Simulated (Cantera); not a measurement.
# Stirred combustor or abatement burner

A perfectly stirred reactor is fed with CO : H2 : CH4 : O2 : N2 = 1 : 0.81 : 0.27 : 1.55 : 5.84 (molar parts), at 1.00 atm; it is adiabatic with a 650 K inlet, and is followed from long to short residence time, starting on the burning branch (τ in s: 0.31, 0.083, 0.022, 0.006, 0.0016, 0.00043, 0.00011, 3.1e-05, 8.2e-06).

Model: GRI-Mech 3.0 (53 species, 325 reactions), integrated in Cantera.

| τ (s) | T (K) | x CO | x H2 | x CH4 | x N2O | x HO2 | x O2 | x C2H2 |
|---|---|---|---|---|---|---|---|---|
| 0.31 | 2436 | 0.0229 | 0.00452 | 1.27e-7 | 3.01e-7 | 2.56e-6 | 0.0205 | <1e-12 |
| 0.083 | 2432 | 0.0234 | 0.00463 | 4.59e-7 | 2.95e-7 | 2.61e-6 | 0.0211 | 4.03e-12 |
| 0.022 | 2416 | 0.0251 | 0.00504 | 1.57e-6 | 2.76e-7 | 2.72e-6 | 0.0228 | 3.01e-11 |
| 0.0060 | 2360 | 0.0301 | 0.00631 | 4.61e-6 | 2.31e-7 | 3.01e-6 | 0.0263 | 1.46e-10 |
| 0.0016 | 2235 | 0.0393 | 0.00911 | 1.24e-5 | 1.76e-7 | 4.36e-6 | 0.0318 | 4.19e-10 |
| 0.00043 | 2057 | 0.0492 | 0.0128 | 3.56e-5 | 1.39e-7 | 8.20e-6 | 0.0381 | 1.24e-9 |
| 0.00011 | 1835 | 0.0600 | 0.0163 | 0.000135 | 1.15e-7 | 1.57e-5 | 0.0461 | 6.17e-9 |
| 3.1e-5 | 1588 | 0.0838 | 0.0206 | 0.000793 | 9.05e-8 | 3.31e-5 | 0.0636 | 6.63e-8 |
| 8.2e-6 | 650 | 0.106 | 0.0855 | 0.0285 | <1e-12 | <1e-12 | 0.164 | <1e-12 |
x: mole fraction; the columns are a selection and need not sum to one.
